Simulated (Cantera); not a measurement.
A closed system holds: 1 mol FeCl₃, 11 mol H₂O, a varied amount of N₂, at 1350 K and 3.45 Torr.

These are equilibrium values from Cantera (NASA tables, ideal gas, pure condensed phases), not measurements of a reactor. Candidate condensed phases: Fe, FeCl₂, FeCl₃, FeO, Fe(OH)₂, Fe(OH)₃, Fe₂O₃, Fe₃O₄, H₂O, NH₄Cl; 37 gas species. The numbers say what is thermodynamically allowed, not how fast it happens.

Problem. At 6.9 mol N₂, list the 6 most abundant gas species with their mole fractions, and the condensed phases.

Solution. H₂O 0.489, N₂ 0.354, HCl 0.151, O₂ 0.00419, FeCl₂ 0.00109, Cl 0.000926. Condensed: Fe₃O₄(s).
